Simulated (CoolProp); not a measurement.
Properties of hexamethyldisiloxane (MM) along the isobar 2560 kPa.

Computed with CoolProp (reference Helmholtz-energy equation of state, Thol 2016).

| T (K) | phase | density (kg/m³) | cp (kJ/(kg K)) | speed of sound (m/s) |
|---|---|---|---|---|
| 308.7 | liquid | 752.6 | 1.922 | 862.3 |
| 333.6 | liquid | 726.5 | ___ | 780.0 |
| 358.6 | liquid | 699.3 | 2.058 | 699.9 |
| 383.6 | liquid | 670.8 | 2.130 | 621.4 |
| 408.5 | liquid | 640.5 | 2.205 | ___ |
| 433.5 | liquid | ___ | 2.287 | 465.8 |
| 458.4 | liquid | 570.4 | 2.379 | 386.2 |
| 483.4 | liquid | 526.2 | 2.503 | 301.9 |
| 508.4 | liquid | 466.9 | ___ | 207.1 |
| 533.3 | supercritical | 335.3 | 4.461 | ___ |
| 558.3 | supercritical | 165.8 | 2.930 | 99.83 |
| 583.3 | supercritical | ___ | 2.565 | ___ |

Problem. Complete the blanks.

Solution. 
- 333.6, cp (kJ/(kg K)): 1.988
- 408.5, speed of sound (m/s): 543.9
- 433.5, density (kg/m³): 607.4
- 508.4, cp (kJ/(kg K)): 2.736
- 533.3, speed of sound (m/s): 88.45
- 583.3, density (kg/m³): 130.6
- 583.3, speed of sound (m/s): 121.6

The peak of cp marks the crossing from liquid-like to gas-like fluid above the critical point.
